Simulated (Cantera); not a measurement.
An adiabatic, constant-volume homogeneous reactor starts with CH₃OH : O₂ : N₂ : H₂O = 1 : 1.36 : 7.77 : 2.1 (molar parts), at 1700 K and 1.00 bar. Integrator tolerance rtol = 1e-08.

Computed with Cantera and GRI-Mech 3.0 (53 species, 325 reactions). GRI-Mech 3.0 was tuned for natural gas; its chemistry of methanol as a main component is partial and can be far from experiment.

```
quantity                                                            before                                    after
---------------------------------  ---------------------------------------  ---------------------------------------
time of steepest temperature rise                                  29.2 µs                                  51.5 µs
temperature at 1.00 s                                               2658 K                                   2632 K
equilibrium temperature                                             2658 K                                   2632 K
x(CH₃OH) at 1.00 s                   <1e-12 (gas-phase equilibrium <1e-12)    <1e-12 (gas-phase equilibrium <1e-12)
x(O₂) at 1.00 s                      0.0102 (gas-phase equilibrium 0.0102)  0.00923 (gas-phase equilibrium 0.00923)
x(H₂O) at 1.00 s                       0.274 (gas-phase equilibrium 0.274)      0.277 (gas-phase equilibrium 0.277)
x(CO) at 1.00 s                      0.0289 (gas-phase equilibrium 0.0289)    0.0274 (gas-phase equilibrium 0.0274)
x(CH₂CO) at 1.00 s                   <1e-12 (gas-phase equilibrium <1e-12)    <1e-12 (gas-phase equilibrium <1e-12)
x(C₂H₄) at 1.00 s                    <1e-12 (gas-phase equilibrium <1e-12)    <1e-12 (gas-phase equilibrium <1e-12)
x(NO₂) at 1.00 s                   1.24e-6 (gas-phase equilibrium 1.24e-6)  1.12e-6 (gas-phase equilibrium 1.12e-6)
```

### Question
What was changed between the two runs?
(A) N2 7.77 to 17 parts
(B) pressure from 1.00 bar to 10.0 bar
(C) initial temperature 1700 to 1625 K
(D) pressure from 1.00 bar to 0.700 bar

### Answer
C, initial temperature 1700 to 1625 K
